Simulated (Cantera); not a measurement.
Feed: 1 mol Si, 0.27 mol H₂O, 4.5 mol N₂, at 5.50 bar.

Equilibrium computed with Cantera from the NASA thermochemical tables; the gas is ideal and each condensed phase is pure. Candidate condensed phases: H₂O, Si, SiO₂, Si₂N₂O, Si₃N₄; 35 gas species. Mutual solubility and eutectic melting of coexisting phases are not modelled. Rates play no part. All values below are at 1400 °C.

Base state: N₂ 0.936, H₂ 0.0644, H 1.23e-5 (mole fractions); condensed: Si₂N₂O(s) + Si₃N₄(s).

### Question
What changes in the equilibrium state with this change: H₂O from 0.27 to 0.042 mol?

### Answer
```
species          before    after
--------------  -------  -------
N₂                0.936    0.989
H₂               0.0644   0.0108
H               1.23e-5  5.05e-6
Si₂N₂O(s), mol    0.270   0.0420
Si₃N₄(s), mol     0.153    0.305
```
